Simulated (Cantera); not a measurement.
A jet of CH₄ : O₂ : N₂ = 0.012 : 0.073 : 0.79 (molar parts), equivalence ratio 0.33 at 300 K and 12000 Pa hits a platinum plate 6 cm away at a mass flux of 0.15 kg/m²/s; the plate temperature is set and raised in steps from an oxygen-covered start.

Cantera simulation using Deutschmann's 1995 Pt surface mechanism with GRI-Mech 3.0 gas chemistry; the numbers are that mechanism's predictions, not measurements. Catalytic surfaces can have several steady states; this one follows from the mechanism file's or the stated starting coverage.

One state of this run: wall x CH₄ = 0.00263; wall x O₂ = 0.0600; wall x H₂O = 0.0204; wall x OH = 1.58e-6; wall x CO = 4.37e-6; wall x CO₂ = 0.0134; θ free Pt = 0.547; θ O* = 0.452. x: mole fraction at the wall; θ: surface coverage.

**Question.** Which value of plate T (K) does it belong to?
A. 1200
B. 1150
C. 1100
D. 1050

**Answer.** B, 1150
